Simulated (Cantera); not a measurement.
## Thermodynamics of carbothermic reduction, feed Ta2O5 + CO

Feed: 1 mol Ta2O5, 10 mol CO, at 0.710 bar.

These are equilibrium values from Cantera (NASA tables, ideal gas, pure condensed phases), not measurements of a reactor. Candidate condensed phases: C, Ta, TaC, Ta2O5; 15 gas species. Mutual solubility and eutectic melting of coexisting phases are not modelled. TaC: taken at fixed stoichiometry. Condensed phases not in the tables: Ta2C. Rates play no part.

```json
[
 {"T (K)": "1948", "x CO": "0.998", "x CO2": "0.00184", "x TaO2": "2.48e-7", "x TaO": "8.55e-9", "x O": "9.74e-10", "x O2": "3.41e-12", "n TaC(s)": "0.00524", "n Ta2O5(s)": "0.997", "n Ta2O5(l)": "0"},
 {"T (K)": "2023", "x CO": "0.998", "x CO2": "0.00183", "x TaO2": "1.07e-6", "x TaO": "4.81e-8", "x O": "3.29e-9", "x O2": "1.21e-11", "n TaC(s)": "0.00523", "n Ta2O5(s)": "0.997", "n Ta2O5(l)": "0"},
 {"T (K)": "2098", "x CO": "0.998", "x CO2": "0.00180", "x TaO2": "3.90e-6", "x TaO": "2.30e-7", "x O": "1.00e-8", "x O2": "3.79e-11", "n TaC(s)": "0.00512", "n Ta2O5(s)": "0", "n Ta2O5(l)": "0.997"},
 {"T (K)": "2173", "x CO": "0.998", "x CO2": "0.00173", "x TaO2": "1.23e-5", "x TaO": "9.47e-7", "x O": "2.78e-8", "x O2": "1.06e-10", "n TaC(s)": "0.00493", "n Ta2O5(s)": "0", "n Ta2O5(l)": "0.997"},
 {"T (K)": "2248", "x CO": "0.998", "x CO2": "0.00168", "x TaO2": "3.57e-5", "x TaO": "3.53e-6", "x O": "7.17e-8", "x O2": "2.75e-10", "n TaC(s)": "0.00472", "n Ta2O5(s)": "0", "n Ta2O5(l)": "0.997"},
 {"T (K)": "2323", "x CO": "0.998", "x CO2": "0.00162", "x TaO2": "9.63e-5", "x TaO": "1.21e-5", "x O": "1.74e-7", "x O2": "6.70e-10", "n TaC(s)": "0.00445", "n Ta2O5(s)": "0", "n Ta2O5(l)": "0.997"},
 {"T (K)": "2398", "x CO": "0.998", "x CO2": "0.00157", "x TaO2": "0.000242", "x TaO": "3.79e-5", "x O": "4.00e-7", "x O2": "1.54e-9", "n TaC(s)": "0.00399", "n Ta2O5(s)": "0", "n Ta2O5(l)": "0.997"},
 {"T (K)": "2473", "x CO": "0.998", "x CO2": "0.00153", "x TaO2": "0.000573", "x TaO": "0.000111", "x O": "8.72e-7", "x O2": "3.37e-9", "n TaC(s)": "0.00308", "n Ta2O5(s)": "0", "n Ta2O5(l)": "0.995"}
]
```
x: gas mole fraction; n: condensed amount in mol.

From 1948 K to 2023 K the condensed part is TaC(s) + Ta2O5(s). From 2098 K to 2473 K the condensed part is TaC(s) + Ta2O5(l). The main Ta-bearing gas is TaO2 throughout.
